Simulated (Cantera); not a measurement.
Input: 1 mol CHF3, 0.72 mol HCl, held at 1.00 bar.

These are equilibrium values from Cantera (NASA tables, ideal gas, pure condensed phases), not measurements of a reactor. Candidate condensed phases: C, C6H6, C7H8, C8H18; 118 gas species. Gases not in the tables: C2F6 and larger saturated fluorocarbons. The numbers say what is thermodynamically allowed, not how fast it happens.

Q: At 2773 K, list the 4 most abundant gas species with their mole fractions, and the condensed phases.

A: HF 0.539, Cl 0.217, CF2 0.128, F 0.0798. Condensed: C(graphite).
